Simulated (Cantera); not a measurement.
A Cantera script and what it prints.

```python
import numpy as np
import cantera as ct

gas_names = """
    H HO2 H2 H2O H2O2 Nb NbO NbO2 O OH O2 O3
""".split()
cond_names = """
    H2O(s) H2O(L) Nb(cr) Nb(L) NbO(s) NbO(L) NbO2(I) NbO2(II) NbO2(III) NbO2(L) Nb2O5(s) Nb2O5(L)
""".split()


# ... load() reads the species with a 1 bar reference pressure and builds the phases ...
atoms = {
    'Nb2O5': {'Nb': 2, 'O': 5},
    'H2': {'H': 2},
}
top_T = {}  # K; cautious upper limits of use, not melting points


# ... equilibrate(T, P, feed) seeds the gas with the atoms and calls Mixture.equilibrate('TP', solver="vcs", rtol=1e-11, max_steps=5000) ...
results = []
feed = {'Nb2O5': 1, 'H2': 2.9}  # mol
T = 2125  # K
P = 60  # Pa
mix = equilibrate(T, P, feed)
results.append((T, P, feed, dict(zip(mix.species_names, mix.species_moles))))
print(gas.report(threshold=0.001))
for i in range(1, mix.n_phases):
    print(f"{mix.phase(i).name:16s} {mix.phase_moles(i):12.5e} mol")
```

It prints:

```
       temperature   2125 K
          pressure   60 Pa
           density   3.3065e-05 kg/m^3
  mean mol. weight   9.7366 kg/kmol
   phase of matter   gas

                          1 kg             1 kmol
                     ---------------   ---------------
          enthalpy        5.1433e+06        5.0079e+07  J
   internal energy        3.3287e+06         3.241e+07  J
           entropy             28080        2.7341e+05  J/K
    Gibbs function       -5.4527e+07       -5.3091e+08  J
 heat capacity c_p            3698.8             36014  J/K
 heat capacity c_v            2844.9             27699  J/K

                      mass frac. Y      mole frac. X     chem. pot. / RT
                     ---------------   ---------------   ---------------
                 H          0.012942           0.12501           -13.717
                H2           0.14724            0.7111           -27.435
               H2O           0.20755           0.11217           -51.034
              NbO2           0.62482          0.048707           -61.431
                OH         0.0042734         0.0024465           -37.316
     [   +7 minor]         0.0031761        0.00055847

Nb(cr)            0.00000e+00 mol
NbO(s)            0.00000e+00 mol
NbO2(III)         5.90217e-01 mol
Nb2O5(L)          6.24889e-01 mol
```

Cantera equilibrium calculation (NASA polynomials, part measured and part estimated; ideal gas, pure solids and liquids). Mutual solubility and eutectic melting of coexisting phases are not modelled. Condensed phases not in the tables: the oxides between NbO2 and Nb2O5.
